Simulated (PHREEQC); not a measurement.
KOH is added in steps, without added water, to 1 kg of water holding 0.0023 mol Na2HAsO4, at 25 °C. O2 is buffered at 0.21 atm. The system is closed to CO2. No solid was allowed to form.

Base run: PHREEQC, ion-association model, wateq4f.dat. Each further column changes one thing. The table gives AsO4-3 (mol/kgw).

```json
[
 {"KOH added (mol)": "0", "base": "9.11e-6", "all activity coefficients set to 1": "7.49e-6", "metal-ligand complexes left out": "9.11e-6", "Davies equation for every ion": "9.12e-6", "Debye-Hückel limiting law": "9.31e-6"},
 {"KOH added (mol)": "0.00018", "base": "7.58e-5", "all activity coefficients set to 1": "6.09e-5", "metal-ligand complexes left out": "7.58e-5", "Davies equation for every ion": "7.58e-5", "Debye-Hückel limiting law": "7.76e-5"},
 {"KOH added (mol)": "0.000315", "base": "0.000130", "all activity coefficients set to 1": "0.000104", "metal-ligand complexes left out": "0.000130", "Davies equation for every ion": "0.000130", "Debye-Hückel limiting law": "0.000133"},
 {"KOH added (mol)": "0.000495", "base": "0.000200", "all activity coefficients set to 1": "0.000160", "metal-ligand complexes left out": "0.000200", "Davies equation for every ion": "0.000201", "Debye-Hückel limiting law": "0.000206"},
 {"KOH added (mol)": "0.000675", "base": "0.000269", "all activity coefficients set to 1": "0.000215", "metal-ligand complexes left out": "0.000269", "Davies equation for every ion": "0.000269", "Debye-Hückel limiting law": "0.000276"},
 {"KOH added (mol)": "0.00081", "base": "0.000319", "all activity coefficients set to 1": "0.000254", "metal-ligand complexes left out": "0.000319", "Davies equation for every ion": "0.000319", "Debye-Hückel limiting law": "0.000327"},
 {"KOH added (mol)": "0.00099", "base": "0.000383", "all activity coefficients set to 1": "0.000305", "metal-ligand complexes left out": "0.000383", "Davies equation for every ion": "0.000383", "Debye-Hückel limiting law": "0.000394"},
 {"KOH added (mol)": "0.001125", "base": "0.000430", "all activity coefficients set to 1": "0.000343", "metal-ligand complexes left out": "0.000430", "Davies equation for every ion": "0.000430", "Debye-Hückel limiting law": "0.000442"},
 {"KOH added (mol)": "0.001305", "base": "0.000490", "all activity coefficients set to 1": "0.000391", "metal-ligand complexes left out": "0.000490", "Davies equation for every ion": "0.000491", "Debye-Hückel limiting law": "0.000505"},
 {"KOH added (mol)": "0.001485", "base": "0.000548", "all activity coefficients set to 1": "0.000437", "metal-ligand complexes left out": "0.000548", "Davies equation for every ion": "0.000549", "Debye-Hückel limiting law": "0.000565"},
 {"KOH added (mol)": "0.00162", "base": "0.000590", "all activity coefficients set to 1": "0.000470", "metal-ligand complexes left out": "0.000590", "Davies equation for every ion": "0.000591", "Debye-Hückel limiting law": "0.000608"},
 {"KOH added (mol)": "0.0018", "base": "0.000645", "all activity coefficients set to 1": "0.000514", "metal-ligand complexes left out": "0.000645", "Davies equation for every ion": "0.000646", "Debye-Hückel limiting law": "0.000665"}
]
```
